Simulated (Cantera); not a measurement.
What does this Cantera script print?

```python
import numpy as np
import cantera as ct

gas = ct.Solution("gri30.yaml")
gas.TPX = 1775, 2400, {'CH4': 0.037, 'H2': 1, 'CO2': 0.019}
reactor = ct.IdealGasConstPressureReactor(gas, energy="off", clone=False)
net = ct.ReactorNet([reactor])
net.rtol, net.atol = 1e-08, 1e-18
show = ['CH4', 'H2', 'CO2', 'O', 'C2H6', 'OH', 'H']
times = np.geomspace(6e-05, 90, 13)

steps = ct.SolutionArray(gas, extra=["t"])
rows = []
print(f"{'t/s':>10s}{'T/K':>9s}{'P/Pa':>11s}" + "".join(f"{s:>11s}" for s in show))
for t in times:
    while net.time < t:
        t_next = net.step()
        steps.append(gas.state, t=t_next)
    rows.append([np.interp(t, steps.t, y) for y in (steps.T, steps.P, *steps(*show).X.T)])
    print(f"{t:10.3e}{rows[-1][0]:9.1f}{rows[-1][1]:11.4g}" + "".join(f"{x:11.3e}" for x in rows[-1][2:]))
rate = np.gradient(steps.T, steps.t)
print("integrator steps:", len(steps.t))
if steps.T.max() > steps.T[0] + 200:
    print(f"time of steepest temperature rise: {steps.t[rate.argmax()]:.4e} s")
gas.TPX = 1775, 2400, {'CH4': 0.037, 'H2': 1, 'CO2': 0.019}
gas.equilibrate("TP")
print(f"equilibrium (TP): T = {gas.T:.1f} K  " + "  ".join(f"{s} {gas[s].X[0]:.3e}" for s in show))
```

It prints:

```
       t/s      T/K       P/Pa        CH4         H2        CO2          O       C2H6         OH          H
 6.000e-05   1775.0       2400  3.504e-02  9.470e-01  1.799e-02  2.492e-13  5.090e-12  9.952e-10  3.445e-06
 1.963e-04   1775.0       2400  3.503e-02  9.470e-01  1.799e-02  2.778e-13  1.669e-10  3.357e-09  1.149e-05
 6.419e-04   1775.0       2400  3.501e-02  9.469e-01  1.799e-02  5.900e-13  4.241e-09  1.109e-08  3.779e-05
 2.100e-03   1775.0       2400  3.494e-02  9.468e-01  1.795e-02  3.957e-12  6.905e-08  3.653e-08  1.237e-04
 6.868e-03   1775.0       2400  3.469e-02  9.462e-01  1.756e-02  4.127e-11  6.819e-07  1.255e-07  3.992e-04
 2.247e-02   1775.0       2400  3.317e-02  9.428e-01  1.424e-02  4.462e-10  3.105e-06  5.125e-07  1.074e-03
 7.348e-02   1775.0       2400  2.612e-02  9.365e-01  4.368e-03  1.556e-09  2.901e-06  1.375e-06  1.434e-03
 2.404e-01   1775.0       2400  1.424e-02  9.390e-01  1.419e-04  2.081e-09  9.619e-07  1.777e-06  1.560e-03
 7.862e-01   1775.0       2400  5.336e-03  9.442e-01  8.553e-05  2.277e-09  1.506e-07  1.846e-06  1.706e-03
 2.572e+00   1775.0       2400  2.159e-03  9.470e-01  8.242e-05  2.178e-09  2.620e-08  1.695e-06  1.790e-03
 8.412e+00   1775.0       2400  1.435e-03  9.498e-01  6.874e-05  1.551e-09  1.174e-08  1.175e-06  1.811e-03
 2.751e+01   1775.0       2400  8.043e-04  9.535e-01  3.232e-05  6.093e-10  3.754e-09  4.475e-07  1.827e-03
 9.000e+01   1775.0       2400  2.723e-04  9.556e-01  3.069e-06  5.340e-11  4.852e-10  3.852e-08  1.838e-03
integrator steps: 1139
equilibrium (TP): T = 1775.0 K  CH4 1.398e-04  H2 9.559e-01  CO2 3.134e-10  O 5.862e-15  C2H6 1.725e-10  OH 3.904e-12  H 1.840e-03
```

Cantera simulation using GRI-Mech 3.0 (53 species, 325 reactions); the numbers are that mechanism's predictions, not measurements. GRI-Mech 3.0 stops at C3 and has no aromatics, soot or wall deposition, so with more carbon than oxygen in the feed, carbon stays in small species such as C2H2 where larger ones or solid carbon would form. Radical loss at walls, strong at low pressure, is not modelled.
